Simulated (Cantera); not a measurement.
Charge: 1 mol MgO, 0.25 mol SO2, 0.22 mol O2, at 13300 Pa.

Method: chemical equilibrium by Gibbs-energy minimisation in Cantera with the NASA 1993 tables (ideal gas, pure condensed phases). Candidate condensed phases: Mg, MgO, MgS, MgSO4, S; 14 gas species. Mutual solubility and eutectic melting of coexisting phases are not modelled. The numbers say what is thermodynamically allowed, not how fast it happens.

log p: log10 of the partial pressure in bar; n: condensed amount in mol.

```tsv
T (°C)	log p O2	log p SO2	log p SO3	log p O	log p SO	log p O3	n MgO(s)	n MgSO4(s)
877	-0.89	-2.57	-3.41	[?]	-11.78	-11.36	0.752	0.248
977	-1.21	-1.16	-2.53	[?]	-9.12	-11.32	1.00	0
1077	-1.21	-1.16	-2.82	[?]	-8.18	-10.87	1.00	0
1177	-1.21	-1.15	-3.07	[?]	-7.37	-10.49	1.00	0
1277	-1.21	-1.15	-3.29	[?]	-6.66	-10.15	1.00	0
1377	-1.21	-1.15	-3.48	[?]	-6.05	-9.86	1.00	0
1477	-1.21	-1.15	-3.65	[?]	-5.50	-9.59	1.00	0
```

Fill in the missing entries.


- 877, log p O: -8.52
- 977, log p O: -7.76
- 1077, log p O: -6.98
- 1177, log p O: -6.30
- 1277, log p O: -5.71
- 1377, log p O: -5.19
- 1477, log p O: -4.73
